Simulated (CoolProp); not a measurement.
Values from CoolProp's reference Helmholtz-energy equation of state, Tillner-Roth 1997.

### Question
For CH2F2 (R32), give the phase and the Joule-Thomson coefficient (K/MPa), viscosity (µPa s), fugacity coefficient at 386.7 K and 60 bar.

### Answer
- 386.7 K and 60 bar: supercritical; Joule-Thomson coefficient 9.49, viscosity 19.4, fugacity coefficient 0.737

Viscosity comes from a separate model (Bell 2016), an estimate that may be off by 10 % or more.
